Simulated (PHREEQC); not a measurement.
Make-up at 25 °C: 1.2 mmol/kgw NH4HF2, 12 mmol/kgw (NH4)2SiF6 and 0.12 mmol/kgw HCl. Closed to the air; pH follows from the charge balance.

All values are PHREEQC results (ion-association model, phreeqc.dat), not measurements.

No solid was allowed to form.

Question: Order these F species by the share of F that they hold, largest first: F-, HF, SiF6-2.

Answer: SiF6-2 (94 %), F- (3.3 %), HF (2.6 %)

The pH is 3.20 and the ionic strength 0.0376 mol/kgw. Examples of supersaturated solids here: Quartz (slow to form), Chalcedony (slow to form). Others may be too. SiF6-2 is the database's only silicon fluoride.
